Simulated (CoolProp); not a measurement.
The fluid at 455.19 K and 0.193 MPa is compressed adiabatically to 0.468 MPa with isentropic efficiency 0.8. The same conditions are run with several fluids, on thermodynamics alone (safety and materials aside).

The numbers come from the reference Helmholtz-energy equation of state of each fluid (carbon dioxide: Span 1996; hexamethyldisiloxane (MM): Thol 2016; the fluoroketone C6F12O (FK-5-1-12): McLinden 2015; oxygen: Schmidt 1985) in CoolProp.

```
fluid                                work (kJ/kg)  final temperature (K)  final density (kg/m³)
-----------------------------------  ------------  ---------------------  ---------------------
carbon dioxide                                103                  557.3                   4.45
hexamethyldisiloxane (MM)                    23.7                  471.0                   22.4
the fluoroketone C6F12O (FK-5-1-12)          12.7                  469.5                   40.8
oxygen                                        148                  605.9                   2.97
```

Above 300 K oxygen's equation is extrapolated.
